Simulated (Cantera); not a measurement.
An adiabatic, constant-volume homogeneous reactor starts with 19.4 % CH4, 3.68 % CO, 19.4 % O2, 56.0 % N2, 1.53 % C2H6, at 1475 K and 1.18 atm.

Model: GRI-Mech 3.0 (53 species, 325 reactions), integrated in Cantera.

One state of this run: T (K) = 2702; P (bar) = 2.79; x CH4 = 2.21e-10; x CO = 0.192; x O2 = 1.98e-5; x C2H = <1e-12; x OH = 0.00209; x C2H6 = <1e-12. x: mole fraction; the columns are a selection and need not sum to one.

### Question
Which value of t (s) does it belong to?
(A) 6.02e-5
(B) 1.10e-5
(C) 0.000330
(D) 0.00181

### Answer
D, 0.00181
